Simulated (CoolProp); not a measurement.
Properties of sulfur dioxide along the isotherm 58.95 °C.

Model: reference Helmholtz-energy equation of state, Gao 2016, in CoolProp.

```csv
p (kPa),phase,Z,cv (kJ/(kg K)),speed of sound (m/s)
62.3,gas,0.9931,0.5170,231.5
111,gas,0.9877,…,230.7
197,gas,0.9779,0.5282,…
351,gas,0.9599,0.5417,226.7
623,gas,0.9265,…,221.9
1110,liquid,0.02036,0.8062,724.2
1970,liquid,0.03605,0.8050,…
3510,liquid,0.06397,0.8032,…
6230,liquid,0.1128,0.8004,766.7
11100,liquid,0.1988,0.7965,802.3
19700,liquid,0.3469,0.7920,856.8
```

### Question
Some entries are withheld; supply them.

### Answer

- 111, cv (kJ/(kg K)): 0.5210
- 197, speed of sound (m/s): 229.3
- 623, cv (kJ/(kg K)): 0.5673
- 1970, speed of sound (m/s): 731.8
- 3510, speed of sound (m/s): 744.9
